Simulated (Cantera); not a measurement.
An isothermal, constant-pressure homogeneous reactor starts with H₂ : O₂ : N₂ : H₂O = 1.2 : 1 : 20 : 0.28 (molar parts), equivalence ratio 0.60, at 1275 K and 0.310 bar.

Cantera simulation using the H2/O2 subset of GRI-Mech 3.0, which has no nitrogen chemistry; the numbers are that mechanism's predictions, not measurements. The temperature is held fixed by assumption; the heat of reaction is taken as removed at once.

One state of this run: x H₂ = 2.25e-6; x O₂ = 0.0183; x O = 1.19e-6; x H₂O₂ = 8.02e-9; x H₂O = 0.0676; x H = 8.27e-8; x OH = 3.10e-5. x: mole fraction; the columns are a selection and need not sum to one.

Task: Which value of t (s) does it belong to?
A. 0.00403
B. 9.00e-6
C. 0.236
D. 0.0854

Result: D, 0.0854
